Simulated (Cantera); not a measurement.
# Thermodynamics of silicon epitaxy and polysilicon growth, feed Si3H8 + HCl + H2

A closed system holds: 1 mol Si3H8, 2 mol HCl, 15 mol H2, held at 255 Torr.

These are equilibrium values from Cantera (NASA tables, ideal gas, pure condensed phases), not measurements of a reactor. Candidate condensed phases: Si; 19 gas species. The feed counts by its element totals alone. The tables' values for SiCl3 are old estimates; treat these amounts as uncertain. Kinetics and transport are ignored.

From 702 °C to 1302 °C the condensed part is Si(s). The main Si-bearing gas is SiCl4 at 702 °C and SiCl2 at 1302 °C.

```csv
T (°C),log p H2,log p HCl,log p SiCl2,log p SiCl4,log p SiHCl3,log p SiCl3,n Si(s)
702,-0.48,-2.58,-4.47,-2.32,-2.46,-4.12,2.48
752,-0.48,-2.40,-4.07,-2.34,-2.49,-3.87,2.50
802,-0.49,-2.25,-3.72,-2.38,-2.52,-3.65,2.52
852,-0.49,-2.11,-3.41,-2.43,-2.57,-3.46,2.55
902,-0.49,-1.99,-3.14,-2.51,-2.63,-3.32,2.58
952,-0.49,-1.89,-2.91,-2.62,-2.72,-3.21,2.61
1002,-0.50,-1.82,-2.72,-2.76,-2.84,-3.15,2.64
1052,-0.50,-1.76,-2.58,-2.96,-2.99,-3.14,2.66
1102,-0.50,-1.72,-2.48,-3.20,-3.17,-3.17,2.67
1152,-0.50,-1.70,-2.41,-3.47,-3.38,-3.24,2.67
1202,-0.50,-1.68,-2.36,-3.76,-3.60,-3.33,2.67
1252,-0.50,-1.68,-2.33,-4.05,-3.83,-3.43,2.67
1302,-0.50,-1.67,-2.31,-4.34,-4.05,-3.53,2.67
```
log p: log10 of the partial pressure in bar; n: condensed amount in mol.
